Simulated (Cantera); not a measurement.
Input: 1 mol Ti, 9 mol CO2, 0.36 mol CO, at 0.000140 bar.

Cantera equilibrium calculation (NASA polynomials, part measured and part estimated; ideal gas, pure solids and liquids). Candidate condensed phases: C, Ti, TiC, TiO, TiO2, Ti2O3, Ti3O5, Ti4O7; 15 gas species. Equilibrium is a limit: real reactors are often held back by kinetics, nucleation or transport. All values below are at 998 K.

Base state: CO2 0.748, CO 0.252 (mole fractions); condensed: TiO2(rutile).

### Question
What changes in the equilibrium state with this change: Ti replaced by Pb?

### Answer
| species | before | after |
|---|---|---|
| CO2 | 0.748 | 0.869 |
| Pb | 0 | 0.0965 |
| CO | 0.252 | 0.0348 |
| TiO2(rutile), mol | 1.00 | 0 |
Further candidate phases: Pb, PbO, PbO2, Pb3O4.
